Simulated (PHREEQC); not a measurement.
# Acid mine or pickling water (model solution)

Synthetic water in mg/kgw, 25 °C, pH 2.45, pe 9.4: Na 139; K 56.4; Ca 19; Mg 66.5; Cl 81.2; S(6) as SO4 896; Zn 12; O(0) (dissolved oxygen) 0.378.

Valence states are taken as typed.

Computed with PHREEQC (ion-association model, phreeqc.dat).

Each row changes one thing in this solution. This is a speciation only: nothing precipitates in the calculation.

| case | ionic strength (mol/kgw) | SO4-2 (mol/kgw) | Mg+2 (mol/kgw) | HSO4- (mol/kgw) | MgSO4 (mol/kgw) | Ca+2 (mol/kgw) | SI of Gypsum (CaSO4:2H2O) | SI of Sylvite (KCl) |
|---|---|---|---|---|---|---|---|---|
| as made | 0.0255 | 0.00664 | 0.00185 | 0.00147 | 0.000888 | 0.000346 | -1.57 | -6.53 |
| all concentrations times 2 at the same typed pH | 0.0471 | 0.0129 | 0.00324 | 0.00253 | 0.00223 | 0.000621 | -1.16 | -5.97 |
| Na from 139 to 417 mg/kgw | 0.0316 | 0.00658 | 0.00191 | 0.00140 | 0.000825 | 0.000356 | -1.61 | -6.54 |
| temperature from 25 to 80 °C at the same typed pH | 0.0206 | 0.00405 | 0.00141 | 0.00364 | 0.00133 | 0.000357 | -1.62 | -6.77 |

At this temperature some constants are extrapolated from 25 °C, and those without enthalpy data are left unchanged.
